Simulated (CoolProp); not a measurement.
Vapour-liquid equilibrium of benzene (1) + dimethyl carbonate (2) at 89.75 °C; x and y are mole fractions of (1).

Values from CoolProp's multi-fluid Helmholtz-energy mixture model, Thol 2012 and Zhou 2011; pair parameters Bell 2016.

| x | bubble pressure, mixture model (bar) | bubble pressure, Raoult's law (bar) | y, mixture model | y, Raoult's law |
|---|---|---|---|---|
| 0.05 | 1.042 | 1.019 | 0.085 | 0.066 |
| 0.2 | 1.142 | 1.072 | 0.287 | 0.252 |
| 0.35 | 1.219 | 1.125 | 0.442 | 0.421 |
| 0.5 | 1.276 | 1.177 | 0.573 | 0.574 |
| 0.65 | 1.318 | 1.230 | 0.694 | 0.715 |
| 0.8 | 1.344 | 1.282 | 0.816 | 0.844 |
| 0.95 | 1.354 | 1.335 | 0.950 | 0.962 |

The largest gap from Raoult's law is +8.4 % in bubble pressure, at x = 0.5. No azeotrope shows between x = 0.05 and 0.95.

The pair parameters rest on a limited set of measurements; away from them the model extrapolates.
